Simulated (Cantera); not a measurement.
Feed: 1 mol C3H6, 0.22 mol NH3, 7.7 mol H2.

Cantera equilibrium calculation (NASA polynomials, part measured and part estimated; ideal gas, pure solids and liquids). Candidate condensed phases: C, C6H6, C7H8, C8H18; 92 gas species. The ideal-gas law is rough above about 30 bar. Kinetics and transport are ignored.

### Question
What condenses at these points (T in K, P in Pa): (2223, 10000000); (823, 2200000); (1823, 10); (623, 22000); (1223, 10)?

### Answer
| T (K) | P in Pa | condensed phases | C condensed (%) |
|---|---|---|---|
| 2223 | 10000000 | C | 87.9 |
| 823 | 2200000 | gas only | 0.0 |
| 1823 | 10 | C | 99.6 |
| 623 | 22000 | gas only | 0.0 |
| 1223 | 10 | C | 100.0 |
